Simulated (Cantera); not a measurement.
A perfectly stirred reactor is fed with CH₄ : H₂ = 1 : 63 (molar parts), at 0.133 bar; it is held at 1875 K, and followed from long to short residence time.

Cantera simulation using GRI-Mech 3.0 (53 species, 325 reactions); the numbers are that mechanism's predictions, not measurements. GRI-Mech 3.0 stops at C3 and has no aromatics, soot or wall deposition, so with more carbon than oxygen in the feed, carbon stays in small species such as C2H2 where larger ones or solid carbon would form.

**Question.** Predict: x(CH₄) at τ = 2.40 s; x(H₂) at τ = 2.40 s; x(C₂H₆) at τ = 2.40 s; x(CH₃) at τ = 2.40 s; x(C₂H₄) at τ = 2.40 s; x(CH₄) at τ = 24.0 ms; x(H₂) at τ = 24.0 ms; x(C₂H₆) at τ = 24.0 ms; x(CH₃) at τ = 24.0 ms; x(C₂H₄) at τ = 24.0 ms.

**Answer.** 
```json
{
  "x(CH₄) at τ = 2.40 s": "0.00193",
  "x(H₂) at τ = 2.40 s": "0.990",
  "x(C₂H₆) at τ = 2.40 s": "2.70e-8",
  "x(CH₃) at τ = 2.40 s": "6.93e-5",
  "x(C₂H₄) at τ = 2.40 s": "1.29e-5",
  "x(CH₄) at τ = 24.0 ms": "0.0113",
  "x(H₂) at τ = 24.0 ms": "0.985",
  "x(C₂H₆) at τ = 24.0 ms": "7.93e-7",
  "x(CH₃) at τ = 24.0 ms": "0.000367",
  "x(C₂H₄) at τ = 24.0 ms": "1.85e-5"
}
```
